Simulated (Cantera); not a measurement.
Input (Python, Cantera) and output of one run.

```python
import numpy as np
import cantera as ct

gas_names = [...]  # 50 gases of nasa_gas.yaml made of F, H, Mg, N, O
cond_names = """
    H2O(s) H2O(L) Mg(cr) Mg(L) MgF2(s) MgF2(L) MgO(s) MgO(L) MgO2H2(s)
""".split()


# ... load() reads the species with a 1 bar reference pressure and builds the phases ...
atoms = {
    'MgF2': {'Mg': 1, 'F': 2},
    'H2O': {'H': 2, 'O': 1},
    'N2': {'N': 2},
}
top_T = {}  # K; cautious upper limits of use, not melting points


# ... equilibrate(T, P, feed) seeds the gas with the atoms and calls Mixture.equilibrate('TP', solver="vcs", rtol=1e-11, max_steps=5000) ...
results = []
feed = {'MgF2': 1, 'H2O': 17, 'N2': 62}  # mol
P = 3  # Pa
for T in [1250, 1350, 1450, 1550, 1650, 1750, 1850]:
    mix = equilibrate(T, P, feed)
    results.append((T, P, feed, dict(zip(mix.species_names, mix.species_moles))))

top = {s: max(r[3][s] / sum(r[3][g] for g in gas_names) for r in results) for s in gas_names}
cols = sorted((s for s in top if top[s] > 1e-06), key=lambda s: -top[s])[:6]
seen = [c for c in cond_names if any(r[3].get(c, 0) > 1e-12 for r in results)]
print("log10 of partial pressures in bar; condensed amounts in mol")
print(f"{'T/K':>10s}" + "".join(f"{s[:9]:>10s}" for s in cols + seen))
for T, P, feed, n in results:
    ng = sum(n[g] for g in gas_names)
    print(f"{T:10.4g}" + "".join(f"{np.log10(max(n[s] / ng * P / 1e5, 1e-99)):10.3f}" for s in cols)
          + "".join(f"{n.get(c, 0):10.4g}" for c in seen))
```

It prints:

```
log10 of partial pressures in bar; condensed amounts in mol
       T/K        N2       H2O        HF        H2         H        O2    MgO(s)
      1250    -4.634    -5.222    -6.125    -8.344   -10.488    -8.681         1
      1350    -4.634    -5.223    -6.125    -7.828    -9.537    -8.171         1
      1450    -4.634    -5.226    -6.125    -7.384    -8.716    -7.731    0.9999
      1550    -4.635    -5.231    -6.126    -6.999    -8.001    -7.348    0.9995
      1650    -4.636    -5.244    -6.128    -6.668    -7.376    -7.011    0.9956
      1750    -4.639    -5.269    -6.132    -6.391    -6.829    -6.709    0.9451
      1850    -4.650    -5.318    -6.144    -6.189    -6.363    -6.403    0.4286
```

Equilibrium computed with Cantera from the NASA thermochemical tables; the gas is ideal and each condensed phase is pure.
